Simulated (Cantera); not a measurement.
**Adiabatic ignition**

An adiabatic, constant-pressure homogeneous reactor starts with 9.15 % CH4, 1.10 % CO, 18.8 % O2, 70.9 % N2, at 1600 K and 17.0 bar.

Computed with Cantera and GRI-Mech 3.0 (53 species, 325 reactions). The pressure lies above the range GRI-Mech 3.0 was tuned for (to about 10 atm).

```csv
t (s),T (K),x CH4,x CO,x O2,x C2H4,x NO
6.00e-6,1600,0.0913,0.0110,0.188,9.86e-7,<1e-12
1.27e-5,1602,0.0908,0.0110,0.188,1.32e-5,2.66e-12
2.68e-5,1613,0.0880,0.0113,0.186,0.000137,1.71e-11
5.65e-5,2983,<1e-12,0.0370,0.0190,<1e-12,0.000797
0.000119,2980,<1e-12,0.0369,0.0163,<1e-12,0.00706
0.000252,2972,<1e-12,0.0372,0.0150,<1e-12,0.0109
0.000533,2971,<1e-12,0.0373,0.0148,<1e-12,0.0114
0.00113,2971,<1e-12,0.0373,0.0148,<1e-12,0.0114
0.00238,2971,<1e-12,0.0373,0.0148,<1e-12,0.0114
0.00502,2971,<1e-12,0.0373,0.0148,<1e-12,0.0114
0.0106,2971,<1e-12,0.0373,0.0148,<1e-12,0.0114
0.0224,2971,<1e-12,0.0373,0.0148,<1e-12,0.0114
0.0473,2971,<1e-12,0.0373,0.0148,<1e-12,0.0114
0.100,2971,<1e-12,0.0373,0.0148,<1e-12,0.0114
```
x: mole fraction; the columns are a selection and need not sum to one.

| Item | Result |
|---|---|
| time of steepest temperature rise | 50.8 µs |
| temperature at 0.100 s | 2971 K |
| equilibrium temperature | 2971 K |
| x(CH4) at 0.100 s | <1e-12 (gas-phase equilibrium <1e-12) |
| x(CO) at 0.100 s | 0.0373 (gas-phase equilibrium 0.0373) |
| x(O2) at 0.100 s | 0.0148 (gas-phase equilibrium 0.0148) |
